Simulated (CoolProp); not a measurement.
Vapour-liquid equilibrium of cyclohexane (1) + n-heptane (2) at 311.5 K; x and y are mole fractions of (1).

Computed with CoolProp (multi-fluid Helmholtz-energy mixture model, Zhou 2014 and Span 2003; pair parameters Bell 2016).

```
x     bubble pressure (MPa)  y at the bubble point  dew pressure at overall composition x (MPa)  liquid density (mol/L)
----  ---------------------  ---------------------  -------------------------------------------  ----------------------
0.05                0.01209                  0.099                                      0.01176                   6.758
0.2                 0.01397                  0.342                                      0.01281                   7.043
0.35                0.01580                  0.525                                      0.01404                   7.351
0.5                 0.01756                  0.668                                      0.01553                   7.686
0.65                0.01926                  0.785                                      0.01732                   8.051
0.8                 0.02091                  0.884                                      0.01950                   8.450
0.95                0.02252                  0.972                                      0.02210                   8.889
```

No azeotrope shows between x = 0.05 and 0.95.

Pair parameters are fitted to limited data, so mixtures are less certain than the pure fluids.
